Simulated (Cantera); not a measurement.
What does this Cantera script print?

```python
import numpy as np
import cantera as ct

gas_names = """
    H H2 N NH NH2 NH3 N2 N2H2 N2H4 Si SiH SiH2 SiH3 SiH4 SiN Si2 Si2N Si3
""".split()
cond_names = """
    Si(cr) Si(L) Si3N4(a)
""".split()


# ... load() reads the species with a 1 bar reference pressure and builds the phases ...
atoms = {
    'trisilylamine': {'Si': 3, 'N': 1, 'H': 9},
    'NH3': {'N': 1, 'H': 3},
    'N2': {'N': 2},
}
top_T = {'Si3N4(a)': 2400}  # K; cautious upper limits of use, not melting points


# ... equilibrate(T, P, feed) seeds the gas with the atoms and calls Mixture.equilibrate('TP', solver="vcs", rtol=1e-11, max_steps=5000) ...
results = []
feed = {'trisilylamine': 1, 'NH3': 0.34, 'N2': 2.3}  # mol
T = 1200  # K
P = 810  # Pa
mix = equilibrate(T, P, feed)
results.append((T, P, feed, dict(zip(mix.species_names, mix.species_moles))))
print(gas.report(threshold=1e-06))
for i in range(1, mix.n_phases):
    print(f"{mix.phase(i).name:16s} {mix.phase_moles(i):12.5e} mol")
```

It prints:

```
       temperature   1200 K
          pressure   810 Pa
           density   0.00050602 kg/m^3
  mean mol. weight   6.2331 kg/kmol
   phase of matter   gas

                          1 kg             1 kmol
                     ---------------   ---------------
          enthalpy        4.3353e+06        2.7022e+07  J
   internal energy        2.7346e+06        1.7045e+07  J
           entropy             36205        2.2567e+05  J/K
    Gibbs function       -3.9111e+07       -2.4378e+08  J
 heat capacity c_p            5054.1             31503  J/K
 heat capacity c_v            3720.2             23188  J/K

                      mass frac. Y      mole frac. X     chem. pot. / RT
                     ---------------   ---------------   ---------------
                 H        3.2457e-07         2.007e-06           -11.485
                H2           0.27097           0.83779            -22.97
                N2           0.72903           0.16221           -31.989
     [  +15 minor]        1.3066e-06        4.7817e-07

Si(cr)            0.00000e+00 mol
Si3N4(a)          1.00000e+00 mol
```

Method: chemical equilibrium by Gibbs-energy minimisation in Cantera with the NASA 1993 tables (ideal gas, pure condensed phases). The feed counts by its element totals alone.
